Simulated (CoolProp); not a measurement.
A single-stage vapour-compression cycle with the fluid: evaporating at 279.15 K (dew point), condensing at 306.15 K (bubble point), superheat 2 K, subcooling 8 K, compressor efficiency 0.6, no pressure losses. The same conditions are run with several fluids, on thermodynamics alone (safety and materials aside).

The numbers come from the reference Helmholtz-energy equation of state of each fluid (dimethyl ether: Wu 2011; R507A: Lemmon 2003; R1336mzz(Z): McLinden 2020; R152A: Outcalt 1996; n-butane: Bücker 2006; R21: Platzer 1990) in CoolProp. The equations of Platzer and Polt are older, rougher fits. Blends and air are pseudo-pure fits.

```
fluid           cooling COP  pressure ratio  discharge temperature (K)  refrigerating effect (kJ/kg)  volumetric capacity (kJ/m³)
--------------  -----------  --------------  -------------------------  ----------------------------  ---------------------------
dimethyl ether         5.85            2.26                      330.6                           385                         2690
R507A                  5.47            2.10                      318.9                           131                         5030
R1336mzz(Z)            5.91            3.03                      314.4                           156                          367
R152A                  5.82            2.30                      331.1                           270                         2730
n-butane               5.90            2.40                      318.0                           338                         1140
R21                    5.93            2.62                      345.1                           222                          917
```
